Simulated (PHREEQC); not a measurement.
A solution holds 0.015 mol NH3, 0.067 mol NaAlO2 and 0.0031 mol NaOH per kg of water, at 53 °C. Closed to the air; pH follows from the charge balance.

Computed with PHREEQC (ion-association model, phreeqc.dat).

Each row changes one thing in this solution. Precipitation was switched off in this run.

```tsv
case	pH	ionic strength (mol/kgw)	NH4+ (mol/kgw)	Al(OH)3 (mol/kgw)	SI of Al(OH)3(a) (Al(OH)3)
as made	10.59	0.0703	0.000147	4.01e-7	-0.97
NaAlO2 from 0.067 to 0.0335 mol/kgw	10.61	0.0367	0.000131	2.02e-7	-1.27
temperature from 53 to 65 °C	10.30	0.0703	0.000146	5.45e-7	-1.03
temperature from 53 to 25 °C	11.40	0.0702	0.000136	1.11e-7	-0.81
diluted 100-fold with water	8.99	0.000736	3.50e-5	1.96e-7	-1.28
```

Some of these states are supersaturated (in Gibbsite (slow to form), for instance). Constants without temperature data keep their 25 °C values here.
